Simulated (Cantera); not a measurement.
Input: 1 mol BN, 0.11 mol O2, 3.2 mol N2, 2.2 mol H2O, equilibrated at 1000 Pa.

These are equilibrium values from Cantera (NASA tables, ideal gas, pure condensed phases), not measurements of a reactor. Candidate condensed phases: B, BN, B2O3, B3O3H3, H2O; 39 gas species. Gases not in the tables: H3BO3. Rates play no part.

**Question.** At 1200 K, list the 4 most abundant gas species with their mole fractions, and the condensed phases.

**Answer.** N2 0.626, H2 0.217, H2O 0.154, HBO2 0.00326. Condensed: B2O3(l).
